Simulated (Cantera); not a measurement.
Input: 1 mol SiF4, 4 mol NO, 4 mol N2, at 825 K and 600 Pa.

Cantera equilibrium calculation (NASA polynomials, part measured and part estimated; ideal gas, pure solids and liquids). Candidate condensed phases: Si, SiO2, Si2N2O, Si3N4; 28 gas species. Equilibrium is a limit: real reactors are often held back by kinetics, nucleation or transport.

Base state: N2 0.667, O2 0.222, SiF4 0.111 (mole fractions); condensed: gas only.

Task: What changes in the equilibrium state with this change: SiF4 replaced by SiH4?

Result: 
```csv
species,before,after
N2,0.667,0.750
H2O,0,0.250
O2,0.222,3.89e-9
SiF4,0.111,0
"SiO2(α-quartz), mol",0,1.00
```
Further candidate phases: H2O.
